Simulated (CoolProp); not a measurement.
Vapour-liquid equilibrium of toluene (1) + n-dodecane (2) at 208.55 °C; x and y are mole fractions of (1).

Model: multi-fluid Helmholtz-energy mixture model, Lemmon 2006 and Lemmon 2004; pair parameters Bell 2016, in CoolProp.

| x | bubble pressure (MPa) | y at the bubble point | dew pressure at overall composition x (MPa) | liquid density (mol/L) |
|---|---|---|---|---|
| 0.05 | 0.1101 | 0.262 | 0.08796 | 3.629 |
| 0.2 | 0.2031 | 0.648 | 0.1026 | 3.959 |
| 0.35 | 0.3118 | 0.806 | 0.1229 | 4.342 |
| 0.5 | 0.4297 | 0.887 | 0.1533 | 4.796 |
| 0.65 | 0.5540 | 0.935 | 0.2038 | 5.344 |
| 0.8 | 0.6848 | 0.968 | 0.3051 | 6.019 |
| 0.95 | 0.8230 | 0.993 | 0.6061 | 6.875 |

No azeotrope shows between x = 0.05 and 0.95.

Pair parameters are fitted to limited data, so mixtures are less certain than the pure fluids.
